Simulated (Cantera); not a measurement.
An isothermal, constant-pressure homogeneous reactor starts with C3H8 : H2 = 1 : 39 (molar parts), at 1023 K and 0.132 atm.

Model: GRI-Mech 3.0 (53 species, 325 reactions), integrated in Cantera. GRI-Mech 3.0 was tuned for natural gas; its chemistry of propane as a main component is partial and can be far from experiment. GRI-Mech 3.0 stops at C3 and has no aromatics, soot or wall deposition, so with more carbon than oxygen in the feed, carbon stays in small species such as C2H2 where larger ones or solid carbon would form.

One state of this run: x C3H8 = 0.0229; x H2 = 0.973; x CH2 = 2.83e-12; x C2H2 = 1.70e-7; x C2H = <1e-12; x CH4 = 0.00202; x C2H6 = 1.39e-5. x: mole fraction; the columns are a selection and need not sum to one.

Q: Which value of t (s) does it belong to?
(A) 1.41
(B) 0.0283
(C) 0.0106
(D) 0.00400

A: B, 0.0283
